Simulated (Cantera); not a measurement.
A closed system holds: 1 mol C, 5.2 mol H2, equilibrated at 1227 °C and 10000 Pa.

Equilibrium computed with Cantera from the NASA thermochemical tables; the gas is ideal and each condensed phase is pure. Candidate condensed phases: C, C6H6, C7H8, C8H18; 76 gas species. Rates play no part.

Base state: H2 1.000, CH4 0.000257, H 5.57e-5 (mole fractions); condensed: C(graphite).

Problem. What changes in the equilibrium state with this change: temperature from 1227 °C to 2277 °C?

Solution. 
```json
[
 {"species": "H2", "before": "1.000", "after": "0.895"},
 {"species": "H", "before": "5.57e-5", "after": "0.0933"},
 {"species": "C2H2 (acetylene)", "before": "9.02e-6", "after": "0.0119"},
 {"species": "C2H", "before": "<1e-9", "after": "9.88e-5"},
 {"species": "C4H2", "before": "<1e-9", "after": "6.55e-5"},
 {"species": "C(graphite), mol", "before": "0.999", "after": "0.867"}
]
```
